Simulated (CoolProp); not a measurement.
Saturation properties of nitrogen.

The numbers come from the reference Helmholtz-energy equation of state, Span 2000 in CoolProp.

```json
[
 {"T (K)": "88.6", "p (MPa)": "0.3191", "liquid density (kg/m³)": "752.2", "vapour density (kg/m³)": "13.43", "liquid cp (kJ/(kg K))": "___", "liquid conductivity (mW/(m K))": "123"},
 {"T (K)": "91.8", "p (MPa)": "0.4192", "liquid density (kg/m³)": "735.6", "vapour density (kg/m³)": "17.42", "liquid cp (kJ/(kg K))": "2.164", "liquid conductivity (mW/(m K))": "116"},
 {"T (K)": "95", "p (MPa)": "___", "liquid density (kg/m³)": "718.3", "vapour density (kg/m³)": "22.27", "liquid cp (kJ/(kg K))": "2.213", "liquid conductivity (mW/(m K))": "110"},
 {"T (K)": "98.1", "p (MPa)": "___", "liquid density (kg/m³)": "700.6", "vapour density (kg/m³)": "___", "liquid cp (kJ/(kg K))": "2.273", "liquid conductivity (mW/(m K))": "104"},
 {"T (K)": "101.3", "p (MPa)": "0.8507", "liquid density (kg/m³)": "681.4", "vapour density (kg/m³)": "34.98", "liquid cp (kJ/(kg K))": "2.353", "liquid conductivity (mW/(m K))": "___"},
 {"T (K)": "104.5", "p (MPa)": "___", "liquid density (kg/m³)": "660.9", "vapour density (kg/m³)": "43.48", "liquid cp (kJ/(kg K))": "2.459", "liquid conductivity (mW/(m K))": "91.3"},
 {"T (K)": "107.7", "p (MPa)": "1.280", "liquid density (kg/m³)": "638.7", "vapour density (kg/m³)": "53.78", "liquid cp (kJ/(kg K))": "2.604", "liquid conductivity (mW/(m K))": "85.0"},
 {"T (K)": "110.9", "p (MPa)": "1.544", "liquid density (kg/m³)": "614.4", "vapour density (kg/m³)": "66.40", "liquid cp (kJ/(kg K))": "2.809", "liquid conductivity (mW/(m K))": "78.7"},
 {"T (K)": "114.1", "p (MPa)": "1.845", "liquid density (kg/m³)": "587.1", "vapour density (kg/m³)": "82.14", "liquid cp (kJ/(kg K))": "3.121", "liquid conductivity (mW/(m K))": "72.4"},
 {"T (K)": "117.3", "p (MPa)": "2.187", "liquid density (kg/m³)": "555.5", "vapour density (kg/m³)": "102.4", "liquid cp (kJ/(kg K))": "3.650", "liquid conductivity (mW/(m K))": "66.1"},
 {"T (K)": "120.5", "p (MPa)": "2.574", "liquid density (kg/m³)": "516.6", "vapour density (kg/m³)": "130.1", "liquid cp (kJ/(kg K))": "4.754", "liquid conductivity (mW/(m K))": "60.1"},
 {"T (K)": "123.7", "p (MPa)": "3.012", "liquid density (kg/m³)": "461.6", "vapour density (kg/m³)": "174.2", "liquid cp (kJ/(kg K))": "8.702", "liquid conductivity (mW/(m K))": "55.5"}
]
```

Task: What belongs in the gaps?

Result: 
- 88.6, liquid cp (kJ/(kg K)): 2.125
- 95, p (MPa): 0.5405
- 98.1, p (MPa): 0.6805
- 98.1, vapour density (kg/m³): 27.94
- 101.3, liquid conductivity (mW/(m K)): 97.6
- 104.5, p (MPa): 1.049

It boils at 77.4 K under 1 atm.

Thermal conductivity comes from a separate model (Lemmon 2004).
